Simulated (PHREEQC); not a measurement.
A made-up water analysis in mg/L, 85 °C, pH 3.49, pe 8.5:

| constituent | mg/L |
|---|---|
| Na | 37.7 |
| K | 0.398 |
| Ca | 83.8 |
| Mg | 49 |
| Cl | 136 |
| S(6) as SO4 | 346 |
| Zn | 0.0714 |
| Fe(3) | 3.71 |
| O(0) (dissolved oxygen) | 0.159 |
| Al | 1.56 |

Valence states are taken as typed.

Model: ion-association model, wateq4f.dat, run in PHREEQC.

This is a speciation only: nothing precipitates in the calculation.

Problem. What ionic strength does the model give?

Solution. ionic strength 0.0132 mol/kgw.

Problem. In which forms is Al present?

Solution. AlSO4+ 59 %, Al+3 19 %, AlOH+2 11 %, Al(OH)2+ 7.5 %, Al(SO4)2- 3.0 % of the Al.

The solution is supersaturated, for example in Hematite (slow to form), Goethite (slow to form), so a real one may precipitate; this is no full list. Away from 25 °C the constants follow the database's enthalpies or fits; those with neither stay at their 25 °C values.
